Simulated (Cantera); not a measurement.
An isothermal, constant-pressure homogeneous reactor starts with CH4 : H2O = 1 : 4.1 (molar parts), at 1473 K and 2.47 atm.

Model: GRI-Mech 3.0 (53 species, 325 reactions), integrated in Cantera.

One state of this run: x CH4 = 0.0620; x H2O = 0.647; x OH = 2.88e-7; x CH2CO = 2.12e-5; x CO = 0.0175. x: mole fraction; the columns are a selection and need not sum to one.

Which value of t (s) does it belong to?
A. 1.64
B. 0.000256
C. 2.10e-5
D. 0.134

A, 1.64
